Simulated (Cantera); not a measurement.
## Transport properties of process gases

Gas mixture: 15.5 % NH3, 26.5 % N2, 26.5 % CH4, 31.4 % CO2, at 3700 Pa, frozen composition.

Cantera's kinetic-theory transport with the Lennard-Jones parameters of GRI-Mech 3.0, ideal gas; thermal conductivity in the mixture-averaged form. Polar gases are described roughly by these parameters.

```
T (K)  ρ (kg/m³)  cp (J/kg/K)  μ (µPa s)  λ (mW/m/K)     Pr  D (cm²/s) CH3  D (cm²/s) C2H2  D (cm²/s) OH
-----  ---------  -----------  ---------  ----------  -----  -------------  --------------  ------------
400       0.0313         1332       18.7        35.6  0.699           9.60            7.12          13.6
500       0.0251         1446       22.4        46.2  0.702           14.3            10.7          20.1
600       0.0209         1558       25.9        57.2  0.706           19.7            14.8          27.5
700       0.0179         1662       29.1        68.2  0.710           25.8            19.4          35.8
800       0.0157         1755       32.2        79.1  0.713           32.4            24.5          44.9
900       0.0139         1839       35.0        90.0  0.716           39.6            30.0          54.7
```
D: mixture-averaged diffusion coefficient of that species in the mixture.
